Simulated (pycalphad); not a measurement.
Source of the numbers: pycalphad with the COST 507 light-alloy database (1999); pressure 1 atm. The database dates from 1999; later assessments differ in places, in temperatures and in the compounds included. Phase fractions are per mole of atoms.

Problem. Give the equilibrium state of Hf-0.07823C (wt.%) at 1902 °C.

Solution. hcp, fraction 0.740, with 0.10 C wt.%; bcc, fraction 0.260, with <0.01 C wt.%.
